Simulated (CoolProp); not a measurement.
Model: reference Helmholtz-energy equation of state, Lemmon 2006, in CoolProp. It is a short technical equation, of lower accuracy than the large ones.

Question: For neopentane, give the phase and the Z, cp (kJ/(kg K)), cv (kJ/(kg K)), isothermal compressibility (1/MPa) at 63.35 °C and 86.1 bar; 63.35 °C and 123 bar; 63.35 °C and 148 bar.

Answer: 
- 63.35 °C and 86.1 bar: liquid; Z 0.397, cp 2.47, cv 1.89, isothermal compressibility 0.00383
- 63.35 °C and 123 bar: liquid; Z 0.560, cp 2.44, cv 1.89, isothermal compressibility 0.00335
- 63.35 °C and 148 bar: liquid; Z 0.668, cp 2.43, cv 1.89, isothermal compressibility 0.00310
